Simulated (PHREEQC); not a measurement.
Consider water at 25 °C with 0.0018 mol NaCl and 0.019 mol CaCl2 per kg of water. Closed to the air; pH follows from the charge balance.

Equilibrium calculation in PHREEQC: ion-association model, phreeqc.dat.

The ionic strength comes out as 0.0588 mol/kgw and the specific conductance is 4380 µS/cm. The density is 0.999 g/cm³.

```tsv
species	molality	activity	log γ
Cl-	0.0398	0.0320	-0.095
Ca+2	0.0190	0.00860	-0.344
Na+	0.00180	0.00147	-0.089
H+	1.30e-7	1.10e-7	-0.072
OH-	1.14e-7	9.16e-8	-0.097
CaOH+	1.59e-8	1.29e-8	-0.091
```

Precipitation was switched off in this run. Species that the database lacks are ignored.
